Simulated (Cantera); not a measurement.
An isothermal plug-flow reactor at 825 K and 490000 Pa (inlet), inlet velocity 1.7 m/s, active area per volume 6000 1/m; feed CO : O₂ : N₂ = 0.025 : 0.035 : 0.79 (molar parts).

Computed with Cantera and Deutschmann's 1995 Pt surface mechanism with GRI-Mech 3.0 gas chemistry. Catalytic surfaces can have several steady states; this one follows from the mechanism file's or the stated starting coverage. Mass transfer to the wall is taken as infinitely fast.

x: gas mole fraction; θ: surface coverage.

| z (m) | x CO | x O₂ | x H₂O | x CO₂ | θ free Pt | θ O* | θ CO* |
|---|---|---|---|---|---|---|---|
| 0.00023 | 0.0268 | 0.0399 | <1e-12 | 0.00262 | 0.0687 | 0.00421 | 0.927 |
| 0.00045 | 0.0242 | 0.0386 | <1e-12 | 0.00531 | 0.0725 | 0.00455 | 0.923 |
| 0.00088 | 0.0182 | 0.0357 | <1e-12 | 0.0114 | 0.0838 | 0.00570 | 0.911 |
| 0.0017 | 0.000531 | 0.0271 | <1e-12 | 0.0293 | 0.0526 | 0.947 | 0.000588 |
| 0.0033 | ? | 0.0269 | <1e-12 | 0.0298 | 0.0446 | 0.955 | ? |
| 0.0063 | ? | 0.0269 | <1e-12 | 0.0299 | 0.0444 | 0.956 | ? |
| 0.012 | <1e-12 | 0.0269 | <1e-12 | 0.0299 | 0.0444 | 0.956 | <1e-12 |
| 0.023 | <1e-12 | 0.0269 | <1e-12 | 0.0299 | 0.0444 | 0.956 | <1e-12 |

Task: Some entries are withheld; supply them.

Result: 
- 0.0033, x CO: 1.04e-5
- 0.0033, θ CO*: 8.15e-6
- 0.0063, x CO: 1.08e-8
- 0.0063, θ CO*: 8.44e-9
